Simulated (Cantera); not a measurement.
A closed system holds: 1 mol SiH₄, 0.057 mol C₂H₄, 490 mol H₂, equilibrated at 2125 K and 10.0 mbar.

Method: chemical equilibrium by Gibbs-energy minimisation in Cantera with the NASA 1993 tables (ideal gas, pure condensed phases). Candidate condensed phases: C, C₆H₆, C₇H₈, C₈H₁₈, Si, SiC; 87 gas species. Gases not in the tables: Si₂H₆ and higher silanes. Equilibrium is a limit: real reactors are often held back by kinetics, nucleation or transport.

Base state: H₂ 0.962, H 0.0356, Si 0.00182, C₂H₂ (acetylene) 9.31e-5, SiH 9.18e-5, Si₂C 2.43e-5, SiH₂ 2.09e-5 (mole fractions); condensed: gas only.

Question: What changes in the equilibrium state with this change: temperature from 2125 K to 1725 K?

Answer: 
```
species            before     after
----------------  -------  --------
H₂                  0.962     0.998
H                  0.0356   0.00186
Si                0.00182  0.000102
C₂H₂ (acetylene)  9.31e-5   2.61e-8
Si₂C              2.43e-5   7.10e-7
SiH               9.18e-5   1.45e-5
Si(l), mol              0     0.819
SiC(s), mol             0     0.114
```
Mutual solubility and eutectic melting of coexisting phases are not modelled.

Question: What changes in the equilibrium state with this change: SiH₄ replaced by SiH₂Cl₂?

Answer: 
| species | before | after |
|---|---|---|
| H₂ | 0.962 | 0.958 |
| H | 0.0356 | 0.0356 |
| HCl | 0 | 0.00386 |
| Cl | 0 | 0.000105 |
| Si | 0.00182 | 0.00180 |
| SiCl | 0 | 1.20e-5 |
| Si₂C | 2.43e-5 | 2.40e-5 |
The tables' values for SiCl are old estimates; treat these amounts as uncertain.
